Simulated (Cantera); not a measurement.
An isothermal, constant-pressure homogeneous reactor starts with 8.50 % H2, 6.54 % O2, 85.0 % N2, equivalence ratio 0.65, at 800 K and 13300 Pa.

Detailed kinetics in Cantera: the H2/O2 subset of GRI-Mech 3.0, which has no nitrogen chemistry. Radical loss at walls, strong at low pressure, is not modelled. Below about 950 K walls govern HO2 and H2O2 in real vessels. The temperature is held fixed by assumption; the heat of reaction is taken as removed at once.

Problem. Predict: x(H2) at 300 s; x(O2) at 300 s; x(H) at 300 s; x(O) at 300 s; x(H2O2) at 300 s; x(OH) at 300 s.

Solution. 
```
Property                                             Value
----------------  ----------------------------------------
x(H2) at 300 s      0.00690 (gas-phase equilibrium <1e-12)
x(O2) at 300 s       0.0272 (gas-phase equilibrium 0.0239)
x(H) at 300 s       1.58e-8 (gas-phase equilibrium <1e-12)
x(O) at 300 s       6.50e-9 (gas-phase equilibrium <1e-12)
x(H2O2) at 300 s    5.22e-5 (gas-phase equilibrium <1e-12)
x(OH) at 300 s    3.63e-9 (gas-phase equilibrium 7.92e-10)
```
